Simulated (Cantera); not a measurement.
Input: 1 mol Si, a varied amount of CO₂, 1.1 mol N₂, equilibrated at 1500 °C and 0.820 bar.

Equilibrium computed with Cantera from the NASA thermochemical tables; the gas is ideal and each condensed phase is pure. Candidate condensed phases: C, Si, SiC, SiO₂, Si₂N₂O, Si₃N₄; 34 gas species. Mutual solubility and eutectic melting of coexisting phases are not modelled. The tables hold silica as quartz up to 1696 K and as liquid above; real silica turns to tridymite and cristobalite and melts near 1996 K. Kinetics and transport are ignored.

Question: Which condensed phases are stable at each of these points (n(CO₂) (mol)): 0.015, 0.021, 0.031, 0.045, 0.065, 0.095, 0.14, 0.2, 0.29, 0.42, 0.61, 0.89, 1.3?

Answer: 
```json
[
 {"n(CO₂) (mol)": "0.015", "condensed phases": "SiC(s) + Si₂N₂O(s) + Si₃N₄(s)", "Si condensed (%)": "100.0"},
 {"n(CO₂) (mol)": "0.021", "condensed phases": "SiC(s) + Si₂N₂O(s) + Si₃N₄(s)", "Si condensed (%)": "100.0"},
 {"n(CO₂) (mol)": "0.031", "condensed phases": "SiC(s) + Si₂N₂O(s) + Si₃N₄(s)", "Si condensed (%)": "100.0"},
 {"n(CO₂) (mol)": "0.045", "condensed phases": "SiC(s) + Si₂N₂O(s) + Si₃N₄(s)", "Si condensed (%)": "100.0"},
 {"n(CO₂) (mol)": "0.065", "condensed phases": "SiC(s) + Si₂N₂O(s) + Si₃N₄(s)", "Si condensed (%)": "100.0"},
 {"n(CO₂) (mol)": "0.095", "condensed phases": "SiC(s) + Si₂N₂O(s) + Si₃N₄(s)", "Si condensed (%)": "100.0"},
 {"n(CO₂) (mol)": "0.14", "condensed phases": "SiC(s) + Si₂N₂O(s) + Si₃N₄(s)", "Si condensed (%)": "100.0"},
 {"n(CO₂) (mol)": "0.2", "condensed phases": "SiC(s) + Si₂N₂O(s) + Si₃N₄(s)", "Si condensed (%)": "100.0"},
 {"n(CO₂) (mol)": "0.29", "condensed phases": "C(graphite) + Si₂N₂O(s)", "Si condensed (%)": "100.0"},
 {"n(CO₂) (mol)": "0.42", "condensed phases": "C(graphite) + Si₂N₂O(s)", "Si condensed (%)": "100.0"},
 {"n(CO₂) (mol)": "0.61", "condensed phases": "SiO₂(condensed) + Si₂N₂O(s)", "Si condensed (%)": "99.8"},
 {"n(CO₂) (mol)": "0.89", "condensed phases": "SiO₂(condensed) + Si₂N₂O(s)", "Si condensed (%)": "99.7"},
 {"n(CO₂) (mol)": "1.3", "condensed phases": "SiO₂(condensed) + Si₂N₂O(s)", "Si condensed (%)": "99.6"}
]
```

From 0.015 mol CO₂ to 0.2 mol CO₂ the condensed part is SiC(s) + Si₂N₂O(s) + Si₃N₄(s). From 0.29 mol CO₂ to 0.42 mol CO₂ the condensed part is C(graphite) + Si₂N₂O(s). From 0.61 mol CO₂ to 1.3 mol CO₂ the condensed part is SiO₂(condensed) + Si₂N₂O(s).
